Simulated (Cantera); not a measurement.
Input (Python, Cantera) and output of one run.

```python
import numpy as np
import cantera as ct

gas_names = [...]  # 123 gases of nasa_gas.yaml made of C, H, O, Si
cond_names = """
    C(gr) C6H6(L) C7H8(L) C8H18(L),n-octa H2O(s) H2O(L) Si(cr) Si(L) SiC(b) SiO2(Lqz) SiO2(hqz) SiO2(L)
""".split()


# ... load() reads the species with a 1 bar reference pressure and builds the phases ...
atoms = {
    'SiC': {'Si': 1, 'C': 1},
    'CO2': {'C': 1, 'O': 2},
    'H2': {'H': 2},
}
top_T = {'C(gr)': 4500, 'SiC(b)': 3050}  # K; cautious upper limits of use, not melting points


# ... equilibrate(T, P, feed) seeds the gas with the atoms and calls Mixture.equilibrate('TP', solver="vcs", rtol=1e-11, max_steps=5000) ...
results = []
feed = {'SiC': 1, 'CO2': 0.013, 'H2': 63}  # mol
T = 2073  # K
for P in [0.1, 1, 10, 100, 1000, 10000, 100000, 1000000]:
    mix = equilibrate(T, P, feed)
    results.append((T, P, feed, dict(zip(mix.species_names, mix.species_moles))))
    x = sorted(zip(gas.X, gas.species_names), reverse=True)
    print(f"T = {T:g} K  P = {P:g} Pa  gas = {mix.phase_moles(0):.4g} mol")
    print("   x: " + "  ".join(f"{s} {v:.3e}" for v, s in x if v > 0.001))
    print("   condensed (mol): " + ("  ".join(f"{mix.phase(i).name} {mix.phase_moles(i):.4g}"
          for i in range(1, mix.n_phases) if mix.phase_moles(i) > 1e-12) or "none"))
```

Output:

```
T = 2073 K  P = 0.1 Pa  gas = 114.3 mol
   x: H 8.789e-01  H2 1.117e-01  Si 8.272e-03
   condensed (mol): C(gr) 0.7684
T = 2073 K  P = 1 Pa  gas = 88.33 mol
   x: H 5.502e-01  H2 4.376e-01  Si 1.068e-02
   condensed (mol): C(gr) 0.7747
T = 2073 K  P = 10 Pa  gas = 72.28 mol
   x: H2 7.562e-01  H 2.287e-01  Si 1.285e-02
   condensed (mol): C(gr) 0.7385
T = 2073 K  P = 100 Pa  gas = 66.17 mol
   x: H2 9.112e-01  H 7.939e-02  Si 7.090e-03  C2H2,acetylene 1.117e-03
   condensed (mol): C(gr) 0.3084  SiC(b) 0.4593
T = 2073 K  P = 1000 Pa  gas = 63.93 mol
   x: H2 9.719e-01  H 2.593e-02  Si 1.093e-03
   condensed (mol): SiC(b) 0.9174
T = 2073 K  P = 10000 Pa  gas = 63.3 mol
   x: H2 9.909e-01  H 8.279e-03
   condensed (mol): SiC(b) 0.9753
T = 2073 K  P = 100000 Pa  gas = 63.11 mol
   x: H2 9.967e-01  H 2.626e-03
   condensed (mol): SiC(b) 0.9849
T = 2073 K  P = 1e+06 Pa  gas = 63.03 mol
   x: H2 9.983e-01
   condensed (mol): SiC(b) 0.9772
```

These are equilibrium values from Cantera (NASA tables, ideal gas, pure condensed phases), not measurements of a reactor. Gases not in the tables: Si2H6 and higher silanes.
